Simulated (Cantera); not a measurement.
Input: 1 mol HMDSO, 28 mol N2O, 0.96 mol H2, held at 13.3 mbar.

Cantera equilibrium calculation (NASA polynomials, part measured and part estimated; ideal gas, pure solids and liquids). Candidate condensed phases: C, C6H6, C7H8, C8H18, H2O, Si, SiC, SiO2, Si2N2O, Si3N4; 151 gas species. The feed counts by its element totals alone. The tables hold silica as quartz up to 1696 K and as liquid above; real silica turns to tridymite and cristobalite and melts near 1996 K. The numbers say what is thermodynamically allowed, not how fast it happens.

Q: Which condensed phases are stable at each of these points (T (K)): 748, 823, 898, 973, 1048, 1123, 1198, 1273?

A: 
```json
[
 {"T (K)": "748", "condensed phases": "SiO2(α-quartz)", "Si condensed (%)": "100.0"},
 {"T (K)": "823", "condensed phases": "SiO2(α-quartz)", "Si condensed (%)": "100.0"},
 {"T (K)": "898", "condensed phases": "SiO2(β-quartz)", "Si condensed (%)": "100.0"},
 {"T (K)": "973", "condensed phases": "SiO2(β-quartz)", "Si condensed (%)": "100.0"},
 {"T (K)": "1048", "condensed phases": "SiO2(β-quartz)", "Si condensed (%)": "100.0"},
 {"T (K)": "1123", "condensed phases": "SiO2(β-quartz)", "Si condensed (%)": "100.0"},
 {"T (K)": "1198", "condensed phases": "SiO2(β-quartz)", "Si condensed (%)": "100.0"},
 {"T (K)": "1273", "condensed phases": "SiO2(β-quartz)", "Si condensed (%)": "100.0"}
]
```

From 748 K to 823 K the condensed part is SiO2(α-quartz). From 898 K to 1273 K the condensed part is SiO2(β-quartz).
